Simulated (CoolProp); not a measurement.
Vapour-liquid equilibrium of CH2F2 (R32) (1) + R227EA (2) at -14.55 °C; x and y are mole fractions of (1).

Model: multi-fluid Helmholtz-energy mixture model, Tillner-Roth 1997 and Lemmon 2016; pair parameters Bell 2016, in CoolProp.

Problem. Give the bubble pressure and the first vapour's composition at x = 0.05, 0.2, 0.35. Is there an azeotrope?

Solution. x = 0.05: 0.1330 MPa, y = 0.209; x = 0.2: 0.2060 MPa, y = 0.554; x = 0.35: 0.2744 MPa, y = 0.715. No azeotrope shows between x = 0.05 and 0.95.

The pair parameters rest on a limited set of measurements; away from them the model extrapolates.
